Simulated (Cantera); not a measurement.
A closed system holds: 1 mol SiH2Cl2, 6.8 mol NO, at 927 °C and 0.133 bar.

These are equilibrium values from Cantera (NASA tables, ideal gas, pure condensed phases), not measurements of a reactor. Candidate condensed phases: H2O, NH4Cl, Si, SiO2, Si2N2O, Si3N4; 47 gas species. The tables hold silica as quartz up to 1696 K and as liquid above; real silica turns to tridymite and cristobalite and melts near 1996 K. Equilibrium is a limit: real reactors are often held back by kinetics, nucleation or transport.

Task: What is the equilibrium state?

Result: 
```json
{
 "x(N2)": "0.442",
 "x(O2)": "0.297",
 "x(HCl)": "0.201",
 "x(H2O)": "0.0294",
 "x(Cl2)": "0.0283",
 "x(Cl)": "0.00218",
 "x(NO)": "0.000174",
 "x(ClO)": "1.70e-5",
 "x(HOCl)": "9.14e-6",
 "n(SiO2(β-quartz))": "1.00 mol",
 "gas_amount": "7.695 mol",
 "log10 activity of Si(s) (absent)": "-28.86"
}
```
